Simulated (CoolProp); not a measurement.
n-nonane at several states: density (kg/m³) from the reference equation and from simpler models built on Tc = 594.5 K, pc = 2282 kPa, ω = 0.443; each cubic takes its own stable root.

Model: reference Helmholtz-energy equation of state, Lemmon 2006, in CoolProp. It is a short technical equation, of lower accuracy than the large ones.

```json
[
 {"T (K)": "358.7", "p (kPa)": "3690", "phase": "liquid", "reference": "669.9", "van der Waals": "376.3", "Redlich-Kwong": "545.7", "Soave-Redlich-Kwong": "572.2", "Peng-Robinson": "643.9"},
 {"T (K)": "403.2", "p (kPa)": "6760", "phase": "liquid", "reference": "638.5", "van der Waals": "370.5", "Redlich-Kwong": "525.6", "Soave-Redlich-Kwong": "550.9", "Peng-Robinson": "620.0"},
 {"T (K)": "513.3", "p (kPa)": "858", "phase": "liquid", "reference": "513.8", "van der Waals": "31.87", "Redlich-Kwong": "33.84", "Soave-Redlich-Kwong": "421.4", "Peng-Robinson": "478.1"}
]
```

At some of these states van der Waals, Redlich-Kwong gives the other phase, because its saturation line lies elsewhere.
